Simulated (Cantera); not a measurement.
# Equilibrium for abatement and gas-phase synthesis: SF6 + H2 + O2

Charge: 1 mol SF6, 0.1 mol H2, 2.2 mol O2, at 32.0 Pa.

Method: chemical equilibrium by Gibbs-energy minimisation in Cantera with the NASA 1993 tables (ideal gas, pure condensed phases). Candidate condensed phases: H2O, H2SO4, S; 71 gas species. Ions and electrons are included (thermal ionisation). Kinetics and transport are ignored.

```tsv
T (K)	x F	x O	x S	x H	x HF	x SO	x O2
3000	0.518	0.373	0.0811	0.00844	0.00907	0.00655	0.00347
3500	0.517	0.379	0.0860	0.0167	0.000587	0.000328	0.000189
4000	0.517	0.379	0.0861	0.0172	4.62e-5	3.28e-5	2.08e-5
4500	0.517	0.379	0.0856	0.0172	6.22e-6	5.40e-6	3.72e-6
5000	0.516	0.378	0.0837	0.0172	1.24e-6	1.25e-6	9.34e-7
```
x: gas mole fraction; nothing condenses.

From 3000 K to 5000 K nothing is condensed.
